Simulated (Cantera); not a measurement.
An isothermal, constant-pressure homogeneous reactor starts with H2 : O2 : N2 = 0.0056 : 1 : 1.4 (molar parts), equivalence ratio 0.0028, at 1175 K and 0.00109 atm. Integrator tolerance rtol = 1e-08.

Cantera simulation using the H2/O2 subset of GRI-Mech 3.0, which has no nitrogen chemistry; the numbers are that mechanism's predictions, not measurements. Radical loss at walls, strong at low pressure, is not modelled.

### Question
What does this change do: pressure from 0.00109 atm to 0.0263 atm?

### Answer
```json
[
 {"quantity": "x(H2) at 40.0 s", "before": "3.89e-6 (gas-phase equilibrium 8.20e-10)", "after": "9.93e-10 (gas-phase equilibrium 1.67e-10)"},
 {"quantity": "x(O2) at 40.0 s", "before": "0.414 (gas-phase equilibrium 0.415)", "after": "0.415 (gas-phase equilibrium 0.415)"},
 {"quantity": "x(H) at 40.0 s", "before": "3.60e-5 (gas-phase equilibrium 1.07e-10)", "after": "1.37e-10 (gas-phase equilibrium 9.76e-12)"},
 {"quantity": "x(H2O) at 40.0 s", "before": "0.00223 (gas-phase equilibrium 0.00233)", "after": "0.00233 (gas-phase equilibrium 0.00233)"},
 {"quantity": "x(OH) at 40.0 s", "before": "0.000145 (gas-phase equilibrium 2.11e-6)", "after": "2.30e-6 (gas-phase equilibrium 9.51e-7)"}
]
```

### Question
What does this change do: pressure from 0.00109 atm to 0.0132 atm?

### Answer
```
quantity                                            before                                     after
----------------  ----------------------------------------  ----------------------------------------
x(H2) at 40.0 s   3.89e-6 (gas-phase equilibrium 8.20e-10)  7.24e-9 (gas-phase equilibrium 2.36e-10)
x(O2) at 40.0 s        0.414 (gas-phase equilibrium 0.415)       0.415 (gas-phase equilibrium 0.415)
x(H) at 40.0 s    3.60e-5 (gas-phase equilibrium 1.07e-10)  2.71e-9 (gas-phase equilibrium 1.64e-11)
x(H2O) at 40.0 s   0.00223 (gas-phase equilibrium 0.00233)   0.00233 (gas-phase equilibrium 0.00233)
x(OH) at 40.0 s   0.000145 (gas-phase equilibrium 2.11e-6)   6.21e-6 (gas-phase equilibrium 1.13e-6)
```
